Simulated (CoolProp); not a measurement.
Values from CoolProp's reference Helmholtz-energy equation of state, Penoncello 2003.

### Question
For CHF3 (R23), give the phase and the isothermal compressibility (1/MPa), Prandtl number at 228.9 K and 1.81 MPa.

### Answer
- 228.9 K and 1.81 MPa: liquid; isothermal compressibility 0.00361, Prandtl number 2.22

Viscosity comes from a separate model (Shan 2000). Thermal conductivity comes from a separate model (Shan 2000).
